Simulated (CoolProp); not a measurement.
Vapour-liquid equilibrium of propylene (1) + 1-butene (2) at 0.0113 MPa; x and y are mole fractions of (1).

Model: multi-fluid Helmholtz-energy mixture model, Lemmon 2013 and Lemmon 2005; pair parameters Bell 2016, in CoolProp.

```
x     bubble temperature (K)  y at the bubble point  dew temperature at overall composition x (K)  liquid density (mol/L)
----  ----------------------  ---------------------  --------------------------------------------  ----------------------
0.05                   216.7                  0.293                                         220.8                   12.25
0.2                    206.6                  0.695                                         218.4                   12.80
0.35                   200.2                  0.844                                         215.6                   13.32
0.5                    195.8                  0.915                                         212.2                   13.82
0.65                   192.4                  0.955                                         208.1                   14.34
0.8                    189.6                  0.979                                         202.4                   14.86
0.95                   187.4                  0.996                                         192.8                   15.41
```

No azeotrope shows between x = 0.05 and 0.95.

Pair parameters are fitted to limited data, so mixtures are less certain than the pure fluids.
